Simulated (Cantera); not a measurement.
**Stirred combustor or abatement burner**

A perfectly stirred reactor is fed with CH4 : C2H6 : O2 : N2 : H2 = 1 : 0.45 : 4.7 : 17.7 : 0.055 (molar parts), equivalence ratio 0.77, at 5.50 bar; it is adiabatic with a 550 K inlet, and is followed from long to short residence time, starting on the burning branch (τ in s: 0.024, 0.013, 0.0073, 0.004, 0.0022, 0.0012, 0.00068, 0.00038, 0.00021, 0.00011, 6.4e-05, 3.5e-05).

Computed with Cantera and GRI-Mech 3.0 (53 species, 325 reactions).

| τ (s) | T (K) | x CH4 | x C2H6 | x O2 | x H2O2 | x HO2 | x H2 |
|---|---|---|---|---|---|---|---|
| 0.024 | 2148 | 2.59e-6 | 1.64e-7 | 0.0451 | 2.17e-7 | 3.09e-6 | 0.000286 |
| 0.013 | 2146 | 4.46e-6 | 2.94e-7 | 0.0453 | 2.27e-7 | 3.30e-6 | 0.000326 |
| 0.0073 | 2143 | 7.20e-6 | 5.02e-7 | 0.0454 | 2.42e-7 | 3.63e-6 | 0.000387 |
| 0.0040 | 2138 | 1.15e-5 | 8.61e-7 | 0.0457 | 2.67e-7 | 4.21e-6 | 0.000490 |
| 0.0022 | 2130 | 1.78e-5 | 1.44e-6 | 0.0459 | 3.05e-7 | 5.17e-6 | 0.000645 |
| 0.0012 | 2118 | 2.72e-5 | 2.40e-6 | 0.0464 | 3.60e-7 | 6.73e-6 | 0.000876 |
| 0.00068 | 2103 | 4.04e-5 | 3.81e-6 | 0.0470 | 4.28e-7 | 8.98e-6 | 0.00118 |
| 0.00038 | 2083 | 6.11e-5 | 6.11e-6 | 0.0479 | 5.19e-7 | 1.24e-5 | 0.00158 |
| 0.00021 | 2055 | 9.51e-5 | 9.94e-6 | 0.0491 | 6.35e-7 | 1.76e-5 | 0.00211 |
| 0.00011 | 2016 | 0.000160 | 1.73e-5 | 0.0512 | 7.98e-7 | 2.61e-5 | 0.00282 |
| 6.4e-5 | 1973 | 0.000264 | 2.87e-5 | 0.0537 | 9.75e-7 | 3.72e-5 | 0.00352 |
| 3.5e-5 | 1905 | 0.000526 | 5.69e-5 | 0.0585 | 1.25e-6 | 5.90e-5 | 0.00448 |
x: mole fraction; the columns are a selection and need not sum to one.
